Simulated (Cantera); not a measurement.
Charge: 1 mol SiC, 0.0092 mol O2, 400 mol N2, held at 2100 K and 0.000140 bar.

These are equilibrium values from Cantera (NASA tables, ideal gas, pure condensed phases), not measurements of a reactor. Candidate condensed phases: C, Si, SiC, SiO2, Si2N2O, Si3N4; 34 gas species. Rates play no part.

Base state: N2 0.997, Si 0.00233, CN 0.000165, SiC2 0.000150, CO 4.59e-5 (mole fractions); condensed: C(graphite).

Question: What changes in the equilibrium state with this change: pressure from 0.000140 bar to 1 atm?

Answer: 
| species | before | after |
|---|---|---|
| N2 | 0.997 | 1.000 |
| CO | 4.59e-5 | 4.20e-5 |
| Si | 0.00233 | 2.93e-5 |
| CN | 0.000165 | 6.81e-7 |
| SiC2 | 0.000150 | 2.32e-7 |
| C(graphite), mol | 0.787 | 0 |
| SiC(s), mol | 0 | 0.982 |
